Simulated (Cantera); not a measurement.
A closed system holds: 1 mol Fe(CO)5, 84 mol N2, held at 7.60 bar.

Equilibrium computed with Cantera from the NASA thermochemical tables; the gas is ideal and each condensed phase is pure. Candidate condensed phases: C, Fe, Fe(CO)5, FeO, Fe2O3, Fe3O4; 27 gas species. Condensed phases not in the tables: cementite and carbon dissolved in iron. Kinetics and transport are ignored.

Q: At 1048 K, list the 3 most abundant gas species with their mole fractions, and the condensed phases.

A: N2 0.948, CO 0.0485, CO2 0.00396. Condensed: C(graphite) + Fe(α).
